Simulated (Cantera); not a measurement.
## Adiabatic ignition

An adiabatic, constant-pressure homogeneous reactor starts with 10.4 % CH₄, 18.8 % O₂, 70.8 % N₂, at 1450 K and 1.38 atm.

Computed with Cantera and GRI-Mech 3.0 (53 species, 325 reactions).

| t (s) | T (K) | x CH₄ | x O₂ | x CH₂ | x C₂H | x H₂O₂ | x NO |
|---|---|---|---|---|---|---|---|
| 1.00e-6 | 1450 | 0.104 | 0.188 | <1e-12 | <1e-12 | 2.02e-10 | <1e-12 |
| 2.90e-6 | 1450 | 0.104 | 0.188 | <1e-12 | <1e-12 | 1.55e-9 | <1e-12 |
| 8.42e-6 | 1450 | 0.104 | 0.188 | <1e-12 | <1e-12 | 1.02e-8 | <1e-12 |
| 2.44e-5 | 1450 | 0.104 | 0.188 | <1e-12 | <1e-12 | 4.88e-8 | <1e-12 |
| 7.09e-5 | 1450 | 0.104 | 0.188 | 4.50e-12 | <1e-12 | 1.47e-7 | <1e-12 |
| 0.000206 | 1450 | 0.103 | 0.188 | 9.01e-11 | <1e-12 | 2.31e-7 | <1e-12 |
| 0.000597 | 1453 | 0.103 | 0.188 | 8.19e-10 | <1e-12 | 5.94e-7 | <1e-12 |
| 0.00173 | 2694 | <1e-12 | 0.0155 | <1e-12 | <1e-12 | 2.15e-7 | 0.000520 |
| 0.00503 | 2758 | <1e-12 | 0.0113 | <1e-12 | <1e-12 | 2.35e-7 | 0.00711 |
| 0.0146 | 2757 | <1e-12 | 0.0112 | <1e-12 | <1e-12 | 2.34e-7 | 0.00740 |
| 0.0423 | 2757 | <1e-12 | 0.0112 | <1e-12 | <1e-12 | 2.34e-7 | 0.00740 |
| 0.123 | 2757 | <1e-12 | 0.0112 | <1e-12 | <1e-12 | 2.34e-7 | 0.00740 |
| 0.356 | 2757 | <1e-12 | 0.0112 | <1e-12 | <1e-12 | 2.34e-7 | 0.00740 |
| 1.03 | 2757 | <1e-12 | 0.0112 | <1e-12 | <1e-12 | 2.34e-7 | 0.00740 |
| 3.00 | 2757 | <1e-12 | 0.0112 | <1e-12 | <1e-12 | 2.34e-7 | 0.00740 |
x: mole fraction; the columns are a selection and need not sum to one.

```
Item                                                               Value
---------------------------------  -------------------------------------
time of steepest temperature rise                                1.61 ms
temperature at 3.00 s                                             2757 K
equilibrium temperature                                           2757 K
x(CH₄) at 3.00 s                   <1e-12 (gas-phase equilibrium <1e-12)
x(O₂) at 3.00 s                    0.0112 (gas-phase equilibrium 0.0112)
x(CH₂) at 3.00 s                   <1e-12 (gas-phase equilibrium <1e-12)
```
